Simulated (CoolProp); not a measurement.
Aqueous ethylene glycol as a coolant, 13 % by mass, freezing at -4.6 °C, 1 atm.

Computed with CoolProp (Melinder's fits for secondary coolants).

```tsv
T (°C)	viscosity (mPa s)	cp (kJ/(kg K))	density (kg/m³)	conductivity (W/(m K))
-2.2	2.78	3.985	1018	…
1	…	3.987	1018	0.513
4.1	2.23	…	1018	0.517
7.3	2.01	…	1017	0.522
10.5	1.82	3.995	1017	0.526
13.7	1.65	3.997	1016	0.531
16.8	1.51	…	1015	0.535
20	…	4.004	1015	…
23.2	1.27	4.007	1014	0.543
26.4	1.17	4.010	1013	0.547
29.5	1.08	4.014	1012	0.551
32.7	1.01	4.017	…	0.555
```

Some entries are withheld; supply them.


- -2.2, conductivity (W/(m K)): 0.508
- 1, viscosity (mPa s): 2.48
- 4.1, cp (kJ/(kg K)): 3.989
- 7.3, cp (kJ/(kg K)): 3.992
- 16.8, cp (kJ/(kg K)): 4.000
- 20, viscosity (mPa s): 1.38
- 20, conductivity (W/(m K)): 0.539
- 32.7, density (kg/m³): 1011
